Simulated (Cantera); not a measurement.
Feed: 1 mol TiCl4, 1.8 mol CH4, 2 mol H2, at 1050 °C and 0.620 bar.

Method: chemical equilibrium by Gibbs-energy minimisation in Cantera with the NASA 1993 tables (ideal gas, pure condensed phases). Candidate condensed phases: C, C6H6, C7H8, C8H18, Ti, TiC, TiCl2, TiCl3, TiCl4; 96 gas species. TiC: taken at fixed stoichiometry. The numbers say what is thermodynamically allowed, not how fast it happens.

Base state: H2 0.655, HCl 0.263, TiCl4 0.0605, TiCl3 0.0198, CH4 0.00181 (mole fractions); condensed: C(graphite) + TiC(s).

Question: What changes in the equilibrium state with this change: temperature from 1050 °C to 1700 °C?

Answer: 
```tsv
species	before	after
H2	0.655	0.512
HCl	0.263	0.463
TiCl3	0.0198	0.0184
TiCl4	0.0605	0.00269
Cl	5.49e-7	0.000829
H	1.63e-6	0.00123
C2H2 (acetylene)	5.42e-7	0.000328
C(graphite), mol	1.36	0.961
TiC(s), mol	0.430	0.833
```
The tables' values for TiCl2 are old estimates; treat these amounts as uncertain.
